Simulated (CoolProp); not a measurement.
Computed with CoolProp (reference Helmholtz-energy equation of state, Leachman 2009).

Problem. Give the vapour pressure (MPa), liquid density (kg/m³), vapour Z, liquid viscosity (µPa s) of saturated normal hydrogen at -248.35, -245.65 °C.

Solution. 
| T (°C) | p (MPa) | liquid density (kg/m³) | vapour Z | liquid viscosity (µPa s) |
|---|---|---|---|---|
| -248.35 | 0.308 | 65.0 | 0.805 | 9.60 |
| -245.65 | 0.524 | 60.3 | 0.722 | 7.85 |

Viscosity comes from a separate model (Muzny 2013).
